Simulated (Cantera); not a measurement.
Cantera run:

```python
import numpy as np
import cantera as ct

gas_names = [...]  # 118 gases of nasa_gas.yaml made of C, Cl, F, H
cond_names = """
    C(gr) C6H6(L) C7H8(L) C8H18(L),n-octa
""".split()


# ... load() reads the species with a 1 bar reference pressure and builds the phases ...
atoms = {
    'CH3Cl': {'C': 1, 'H': 3, 'CL': 1},
    'HCl': {'H': 1, 'CL': 1},
    'H2': {'H': 2},
    'F2': {'F': 2},
}
top_T = {'C(gr)': 4500}  # K; cautious upper limits of use, not melting points


# ... equilibrate(T, P, feed) seeds the gas with the atoms and calls Mixture.equilibrate('TP', solver="vcs", rtol=1e-11, max_steps=5000) ...
results = []
feed = {'CH3Cl': 1, 'HCl': 0.031, 'H2': 2.2, 'F2': 2.7}  # mol
P = 1100  # Pa
for T in [1548, 1598, 1648, 1698, 1748, 1798, 1848, 1898]:
    mix = equilibrate(T, P, feed)
    results.append((T, P, feed, dict(zip(mix.species_names, mix.species_moles))))

top = {s: max(r[3][s] / sum(r[3][g] for g in gas_names) for r in results) for s in gas_names}
cols = sorted((s for s in top if top[s] > 0.0001), key=lambda s: -top[s])[:7]
seen = [c for c in cond_names if any(r[3].get(c, 0) > 1e-12 for r in results)]
print("log10 of partial pressures in bar; condensed amounts in mol")
print(f"{'T/K':>10s}" + "".join(f"{s[:9]:>10s}" for s in cols + seen))
for T, P, feed, n in results:
    ng = sum(n[g] for g in gas_names)
    print(f"{T:10.4g}" + "".join(f"{np.log10(max(n[s] / ng * P / 1e5, 1e-99)):10.3f}" for s in cols)
          + "".join(f"{n.get(c, 0):10.4g}" for c in seen))
```

Output:

```
log10 of partial pressures in bar; condensed amounts in mol
       T/K        HF       HCL        H2        CL         H     C(gr)
      1548    -2.067    -2.787    -3.100    -5.846    -6.062         1
      1598    -2.067    -2.787    -3.100    -5.612    -5.824         1
      1648    -2.067    -2.787    -3.100    -5.393    -5.600         1
      1698    -2.067    -2.788    -3.100    -5.187    -5.390    0.9999
      1748    -2.067    -2.789    -3.100    -4.993    -5.191    0.9999
      1798    -2.068    -2.791    -3.099    -4.810    -5.003    0.9998
      1848    -2.068    -2.793    -3.099    -4.638    -4.825    0.9997
      1898    -2.068    -2.796    -3.099    -4.476    -4.656    0.9996
```

Equilibrium computed with Cantera from the NASA thermochemical tables; the gas is ideal and each condensed phase is pure.
